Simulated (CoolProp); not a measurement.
Vapour-liquid equilibrium of CH2F2 (R32) (1) + 1-butene (2) at 38.85 °C; x and y are mole fractions of (1).

Computed with CoolProp (multi-fluid Helmholtz-energy mixture model, Tillner-Roth 1997 and Lemmon 2005; pair parameters Bell 2016).

Q: Give the bubble pressure and the first vapour's composition at x = 0.125, 0.275, 0.8. Is there an azeotrope?

A: x = 0.125: 13.33 bar, y = 0.641; x = 0.275: 18.96 bar, y = 0.743; x = 0.8: 24.26 bar, y = 0.851. y crosses x between x = 0.875 and 0.95: the model has an azeotrope there.

Pair parameters are fitted to limited data, so mixtures are less certain than the pure fluids. With so large a gap from Raoult's law the liquid may split in two, which this calculation doesn't test in full.
